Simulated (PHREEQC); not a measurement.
Consider water at 20 °C with 0.011 mol HCl, 8.5e-05 mol ZnSO4 and 0.0065 mol MgCl2 per kg of water. Closed to the air; pH follows from the charge balance.

Equilibrium calculation in PHREEQC: ion-association model, wateq4f.dat.

Each row changes one thing in this solution. This is a speciation only: nothing precipitates in the calculation.

| case | pH | SO4-2 (mol/kgw) | HSO4- (mol/kgw) | ZnCl+ (mol/kgw) | ZnSO4 (mol/kgw) | ZnCl2 (mol/kgw) | SI of Goslarite (ZnSO4:7H2O) | SI of Zincite(c) (ZnO) |
|---|---|---|---|---|---|---|---|---|
| as made | 2.02 | 4.45e-5 | 2.32e-5 | 2.31e-6 | 2.37e-7 | 4.04e-8 | -6.98 | -11.73 |
| ZnSO4 from 8.5e-05 to 4.25e-05 mol/kgw | 2.02 | 2.23e-5 | 1.16e-5 | 1.16e-6 | 5.94e-8 | 2.03e-8 | -7.58 | … |
| MgCl2 left out | 2.00 | 5.17e-5 | 3.29e-5 | 1.31e-6 | 4.21e-7 | 1.18e-8 | -6.73 | … |
| MgCl2 from 0.0065 to 0.00065 mol/kgw | 2.00 | 5.06e-5 | 3.13e-5 | 1.42e-6 | 3.89e-7 | 1.41e-8 | -6.76 | -11.68 |
| MgCl2 from 0.0065 to 0.013 mol/kgw | 2.03 | 4.12e-5 | 1.91e-5 | 3.13e-6 | 1.69e-7 | 7.82e-8 | -7.12 | -11.76 |
| 0.0049 mol/kgw NaOH added | 2.27 | 5.03e-5 | 1.45e-5 | 2.31e-6 | 2.67e-7 | 4.04e-8 | -6.92 | -11.21 |
| temperature from 20 to 10 °C | 2.02 | 4.91e-5 | 2.12e-5 | 1.47e-6 | 2.47e-7 | 2.47e-8 | -6.84 | … |
| 0.0025 mol/kgw Ca(OH)2 added | 2.28 | 4.76e-5 | 1.33e-5 | 2.27e-6 | 2.44e-7 | 3.93e-8 | -6.96 | -11.20 |

**Question.** Complete the blanks.

**Answer.** 
- ZnSO4 from 8.5e-05 to 4.25e-05 mol/kgw, SI of Zincite(c) (ZnO): -12.03
- MgCl2 left out, SI of Zincite(c) (ZnO): -11.67
- temperature from 20 to 10 °C, SI of Zincite(c) (ZnO): -12.29

Species that the database lacks are ignored. Away from 25 °C the constants follow the database's enthalpies or fits; those with neither stay at their 25 °C values.
